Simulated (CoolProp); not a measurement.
Vapour-liquid equilibrium of carbon dioxide (1) + n-butane (2) at 239.5 K; x and y are mole fractions of (1).

Computed with CoolProp (multi-fluid Helmholtz-energy mixture model, Span 1996 and Bücker 2006; pair parameters Kunz 2012).

| x | bubble pressure, mixture model (bar) | bubble pressure, Raoult's law (bar) | y, mixture model | y, Raoult's law |
|---|---|---|---|---|
| 0.05 | 1.652 | 0.8533 | 0.858 | 0.739 |
| 0.15 | 4.282 | 2.090 | 0.946 | 0.905 |
| 0.25 | 6.341 | 3.327 | 0.964 | 0.947 |
| 0.35 | 7.767 | 4.564 | 0.971 | 0.967 |
| 0.45 | 8.698 | 5.801 | 0.975 | 0.978 |
| 0.55 | 9.335 | 7.038 | 0.978 | 0.985 |
| 0.65 | 9.859 | 8.275 | 0.980 | 0.990 |
| 0.75 | 10.41 | 9.512 | 0.983 | 0.994 |
| 0.85 | 11.09 | 10.75 | 0.987 | 0.997 |
| 0.95 | 12.01 | 11.99 | 0.994 | 0.999 |

The largest gap from Raoult's law is +104.9 % in bubble pressure, at x = 0.15. No azeotrope shows between x = 0.05 and 0.95.

The pair parameters rest on a limited set of measurements; away from them the model extrapolates. With so large a gap from Raoult's law the liquid may split in two, which this calculation doesn't test in full.
